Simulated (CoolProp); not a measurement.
Computed with CoolProp (reference Helmholtz-energy equation of state, Thol 2019).

For tetradecamethylhexasiloxane (MD4M), give the phase and the cp (kJ/(kg K)), cv (kJ/(kg K)), speed of sound (m/s), isothermal compressibility (1/MPa) at 415.7 K and 0.327 MPa.


- 415.7 K and 0.327 MPa: liquid; cp 1.97, cv 1.72, speed of sound 627, isothermal compressibility 0.00377
